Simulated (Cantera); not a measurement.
A Cantera script and what it prints.

```python
import numpy as np
import cantera as ct

gas_names = """
    CL CL2 H HCL H2 Si SiCL SiCL2 SiCL3 SiCL4 SiH SiHCL3 SiH2 SiH2CL2 SiH3 SiH3CL SiH4 Si2 Si3
""".split()
cond_names = """
    Si(cr) Si(L)
""".split()


# ... load() reads the species with a 1 bar reference pressure and builds the phases ...
atoms = {
    'SiH2Cl2': {'Si': 1, 'H': 2, 'CL': 2},
    'HCl': {'H': 1, 'CL': 1},
    'H2': {'H': 2},
}
top_T = {}  # K; cautious upper limits of use, not melting points


# ... equilibrate(T, P, feed) seeds the gas with the atoms and calls Mixture.equilibrate('TP', solver="vcs", rtol=1e-11, max_steps=5000) ...
results = []
feed = {'SiH2Cl2': 1, 'HCl': 0.025, 'H2': 970}  # mol
T = 1423.15  # K
P = 12000  # Pa
mix = equilibrate(T, P, feed)
results.append((T, P, feed, dict(zip(mix.species_names, mix.species_moles))))
print(gas.report(threshold=1e-05))
for i in range(1, mix.n_phases):
    print(f"{mix.phase(i).name:16s} {mix.phase_moles(i):12.5e} mol")
```

Result:

```
       temperature   1423.2 K
          pressure   12000 Pa
           density   0.0021176 kg/m^3
  mean mol. weight   2.0881 kg/kmol
   phase of matter   gas

                          1 kg             1 kmol
                     ---------------   ---------------
          enthalpy        1.6126e+07        3.3673e+07  J
   internal energy        1.0459e+07        2.1841e+07  J
           entropy             93422        1.9508e+05  J/K
    Gibbs function       -1.1683e+08       -2.4395e+08  J
 heat capacity c_p             15349             32050  J/K
 heat capacity c_v             11367             23736  J/K

                      mass frac. Y      mole frac. X     chem. pot. / RT
                     ---------------   ---------------   ---------------
                 H         9.265e-06        1.9193e-05           -10.287
               HCL          0.035917         0.0020571           -41.354
                H2           0.96344           0.99791           -20.573
             SiCL2        0.00060577        1.2779e-05           -66.592
     [  +15 minor]        2.4289e-05        1.0349e-06

Si(cr)            9.86604e-01 mol
```

These are equilibrium values from Cantera (NASA tables, ideal gas, pure condensed phases), not measurements of a reactor.
